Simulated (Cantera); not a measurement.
A perfectly stirred reactor is fed with 0.826 % CH₄, 99.2 % N₂, at 0.0133 bar; it is held at 1775 K, and followed from long to short residence time.

Detailed kinetics in Cantera: GRI-Mech 3.0 (53 species, 325 reactions). GRI-Mech 3.0 stops at C3 and has no aromatics, soot or wall deposition, so with more carbon than oxygen in the feed, carbon stays in small species such as C2H2 where larger ones or solid carbon would form. Radical loss at walls, strong at low pressure, is not modelled.

x: mole fraction; the columns are a selection and need not sum to one.

| τ (s) | x CH₄ | x CH₂ | x C₂H | x C₂H₂ | x H₂ | x CH₃ | x HCN |
|---|---|---|---|---|---|---|---|
| 1.9 | 0.00137 | 6.96e-7 | 1.46e-7 | 0.00330 | 0.0101 | (withheld) | 3.16e-5 |
| 0.64 | 0.00268 | 8.26e-7 | 9.97e-8 | 0.00258 | 0.00799 | (withheld) | 9.02e-6 |
| 0.22 | 0.00463 | 8.29e-7 | 5.44e-8 | 0.00149 | 0.00492 | 0.000315 | 1.90e-6 |
| 0.072 | 0.00694 | 5.31e-7 | 1.45e-8 | 0.000358 | 0.00151 | 0.000312 | 1.44e-7 |
| 0.024 | 0.00803 | 1.42e-7 | 1.21e-9 | 1.67e-5 | 0.000172 | (withheld) | 3.38e-9 |
| 0.0080 | 0.00821 | 2.41e-8 | 2.60e-11 | 2.96e-7 | 2.99e-5 | (withheld) | 1.35e-10 |
| 0.0027 | 0.00825 | 3.97e-9 | <1e-12 | 4.13e-9 | 8.67e-6 | (withheld) | 7.49e-12 |
| 0.00090 | 0.00826 | 5.48e-10 | <1e-12 | 4.56e-11 | 2.46e-6 | (withheld) | <1e-12 |

### Question
Fill in the missing entries.

### Answer

- 1.9, x CH₃: 0.000143
- 0.64, x CH₃: 0.000228
- 0.024, x CH₃: 0.000155
- 0.0080, x CH₃: 5.39e-5
- 0.0027, x CH₃: 1.79e-5
- 0.00090, x CH₃: 5.57e-6
